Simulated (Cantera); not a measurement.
# Thermodynamics of silicon oxide and oxynitride deposition, feed SiCl₄ + N₂O + N₂ + NO

Feed: 1 mol SiCl₄, 1.3 mol N₂O, 88 mol N₂, 4.1 mol NO, held at 14.0 mbar.

Cantera equilibrium calculation (NASA polynomials, part measured and part estimated; ideal gas, pure solids and liquids). Candidate condensed phases: Si, SiO₂, Si₂N₂O, Si₃N₄; 23 gas species. The tables hold silica as quartz up to 1696 K and as liquid above; real silica turns to tridymite and cristobalite and melts near 1996 K. The numbers say what is thermodynamically allowed, not how fast it happens.

From 1175 °C to 1400 °C the condensed part is SiO₂(β-quartz). From 1425 °C to 1450 °C the condensed part is SiO₂(condensed).

| T (°C) | log p N₂ | log p Cl | log p O₂ | log p Cl₂ | n SiO₂(β-quartz) | n SiO₂(condensed) |
|---|---|---|---|---|---|---|
| 1175 | -1.88 | -3.41 | -3.61 | -4.03 | 1.00 | 0 |
| 1200 | -1.88 | -3.37 | -3.61 | -4.11 | 1.00 | 0 |
| 1225 | -1.88 | -3.34 | -3.61 | -4.21 | 1.00 | 0 |
| 1250 | -1.88 | -3.32 | -3.61 | -4.30 | 1.00 | 0 |
| 1275 | -1.88 | -3.30 | -3.62 | -4.41 | 1.00 | 0 |
| 1300 | -1.88 | -3.29 | -3.62 | -4.51 | 1.00 | 0 |
| 1325 | -1.88 | -3.28 | -3.62 | -4.62 | 1.00 | 0 |
| 1350 | -1.88 | -3.27 | -3.62 | -4.73 | 1.000 | 0 |
| 1375 | -1.88 | -3.26 | -3.62 | -4.84 | 1.000 | 0 |
| 1400 | -1.88 | -3.26 | -3.62 | -4.95 | 1.000 | 0 |
| 1425 | -1.88 | -3.25 | -3.62 | -5.06 | 0 | 1.000 |
| 1450 | -1.88 | -3.25 | -3.62 | -5.17 | 0 | 1.000 |
log p: log10 of the partial pressure in bar; n: condensed amount in mol.
